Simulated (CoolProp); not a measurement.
The numbers come from the reference Helmholtz-energy equation of state, Lemmon 2006 in CoolProp. It is a short technical equation, of lower accuracy than the large ones.

### Question
Give the vapour pressure (MPa), enthalpy of vaporisation (kJ/kg), liquid cp (kJ/(kg K)), liquid viscosity (µPa s) of saturated C3F8 (R218) at -56.55, -13.65, -6.45 °C.

### Answer
```json
[
 {"T (°C)": "-56.55", "p (MPa)": "0.0376", "enthalpy of vaporisation (kJ/kg)": "112", "liquid cp (kJ/(kg K))": "0.933", "liquid viscosity (µPa s)": "616"},
 {"T (°C)": "-13.65", "p (MPa)": "0.259", "enthalpy of vaporisation (kJ/kg)": "96.0", "liquid cp (kJ/(kg K))": "1.03", "liquid viscosity (µPa s)": "302"},
 {"T (°C)": "-6.45", "p (MPa)": "0.334", "enthalpy of vaporisation (kJ/kg)": "92.8", "liquid cp (kJ/(kg K))": "1.05", "liquid viscosity (µPa s)": "270"}
]
```

Viscosity comes from a separate model (Huber 2003), an estimate that may be off by 10 % or more.
